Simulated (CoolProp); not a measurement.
A closed Brayton cycle with carbon dioxide: compressor inlet 327.15 K and 7.8 MPa, high pressure 24.5 MPa, turbine inlet 670 K, compressor efficiency 0.85, turbine efficiency 0.85, recuperator effectiveness 0.95 (on enthalpy, no pinch check). Each further row changes one setting.

Values from CoolProp's reference Helmholtz-energy equation of state, Span 1996.

| case | thermal efficiency (%) | net work (kJ/kg) | compressor to turbine work | compressor exit (K) | turbine exit (K) |
|---|---|---|---|---|---|
| as stated | 23.1 | 44.0 | 0.59 | 428.2 | 554.8 |
| turbine inlet 620 K | 18.8 | 33.4 | 0.66 | 428.2 | 508.8 |
| compressor inlet 337.15 K | 20.5 | 37.5 | 0.66 | 443.7 | 554.8 |
| high pressure 20.8 MPa | 24.0 | 41.4 | 0.56 | 413.1 | 571.0 |
| recuperator effectiveness 0.5 | 17.2 | 44.0 | 0.59 | 428.2 | 554.8 |
